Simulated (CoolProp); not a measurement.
Computed with CoolProp (reference Helmholtz-energy equation of state, de Reuck 1993).

### Question
Give the vapour pressure (bar), liquid density (kg/m³), enthalpy of vaporisation (kJ/kg) of saturated methanol at 359.9 K.

### Answer
| T (K) | p (bar) | liquid density (kg/m³) | enthalpy of vaporisation (kJ/kg) |
|---|---|---|---|
| 359.9 | 2.29 | 725 | 1050 |
